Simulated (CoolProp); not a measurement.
Vapour-liquid equilibrium of p-xylene (1) + n-undecane (2) at 8.74 bar; x and y are mole fractions of (1).

Values from CoolProp's multi-fluid Helmholtz-energy mixture model, Zhou 2012 and Aleksandrov 2011; pair parameters Bell 2016.

Q: Give the bubble temperature and the first vapour's composition at x = 0.15, 0.65, 0.75. Is there an azeotrope?

A: x = 0.15: 297.0 °C, y = 0.245; x = 0.65: 261.9 °C, y = 0.806; x = 0.75: 255.8 °C, y = 0.875. No azeotrope shows between x = 0.05 and 0.95.

The pair parameters rest on a limited set of measurements; away from them the model extrapolates.
